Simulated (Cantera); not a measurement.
Input: 1 mol Al, 4.9 mol H₂O, 27 mol N₂, equilibrated at 7.10 mbar.

Equilibrium computed with Cantera from the NASA thermochemical tables; the gas is ideal and each condensed phase is pure. Candidate condensed phases: Al, AlN, Al₂O₃, H₂O; 35 gas species. The numbers say what is thermodynamically allowed, not how fast it happens.

Question: At 2050 K, list the 7 most abundant gas species with their mole fractions, and the condensed phases.

Answer: N₂ 0.843, H₂O 0.104, H₂ 0.0453, H 0.00573, OH 0.00144, NO 0.000225, O 0.000131. Condensed: Al₂O₃(s).
